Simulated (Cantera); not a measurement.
A Cantera script and its output.

```python
import numpy as np
import cantera as ct

gas = ct.Solution("gri30.yaml")
gas.TPX = 1200, 100000, {'H2': 1.1, 'O2': 1, 'N2': 2.5}
reactor = ct.IdealGasConstPressureReactor(gas, energy="off", clone=False)
net = ct.ReactorNet([reactor])
net.rtol, net.atol = 1e-08, 1e-18
show = ['H2', 'O2', 'NO', 'NO2', 'H2O2']
times = np.geomspace(7e-06, 20, 10)

steps = ct.SolutionArray(gas, extra=["t"])
rows = []
print(f"{'t/s':>10s}{'T/K':>9s}{'P/Pa':>11s}" + "".join(f"{s:>11s}" for s in show))
for t in times:
    while net.time < t:
        t_next = net.step()
        steps.append(gas.state, t=t_next)
    rows.append([np.interp(t, steps.t, y) for y in (steps.T, steps.P, *steps(*show).X.T)])
    print(f"{t:10.3e}{rows[-1][0]:9.1f}{rows[-1][1]:11.4g}" + "".join(f"{x:11.3e}" for x in rows[-1][2:]))
rate = np.gradient(steps.T, steps.t)
print("integrator steps:", len(steps.t))
if steps.T.max() > steps.T[0] + 200:
    print(f"time of steepest temperature rise: {steps.t[rate.argmax()]:.4e} s")
gas.TPX = 1200, 100000, {'H2': 1.1, 'O2': 1, 'N2': 2.5}
gas.equilibrate("TP")
print(f"equilibrium (TP): T = {gas.T:.1f} K  " + "  ".join(f"{s} {gas[s].X[0]:.3e}" for s in show))
```

It prints:

```
       t/s      T/K       P/Pa         H2         O2         NO        NO2       H2O2
 7.000e-06   1200.0      1e+05  2.391e-01  2.174e-01  2.151e-18  2.390e-24  1.800e-10
 3.651e-05   1200.0      1e+05  1.550e-01  1.800e-01  2.914e-07  6.578e-11  7.748e-06
 1.904e-04   1200.0      1e+05  1.648e-03  1.117e-01  3.854e-06  1.061e-07  5.826e-06
 9.933e-04   1200.0      1e+05  1.890e-04  1.112e-01  3.548e-06  4.166e-07  6.578e-07
 5.181e-03   1200.0      1e+05  5.586e-06  1.111e-01  3.614e-06  3.511e-07  8.419e-08
 2.702e-02   1200.0      1e+05  5.899e-08  1.111e-01  3.896e-06  6.844e-08  1.599e-08
 1.409e-01   1200.0      1e+05  1.363e-08  1.111e-01  3.930e-06  3.495e-08  3.722e-09
 7.352e-01   1200.0      1e+05  1.044e-08  1.111e-01  3.917e-06  4.771e-08  2.186e-09
 3.834e+00   1200.0      1e+05  1.042e-08  1.111e-01  3.917e-06  4.797e-08  2.170e-09
 2.000e+01   1200.0      1e+05  1.042e-08  1.111e-01  3.917e-06  4.798e-08  2.169e-09
integrator steps: 1654
equilibrium (TP): T = 1200.0 K  H2 1.043e-08  O2 1.110e-01  NO 1.265e-04  NO2 1.550e-06  H2O2 2.168e-09
```

Computed with Cantera and GRI-Mech 3.0 (53 species, 325 reactions). The temperature is held fixed by assumption; the heat of reaction is taken as removed at once.
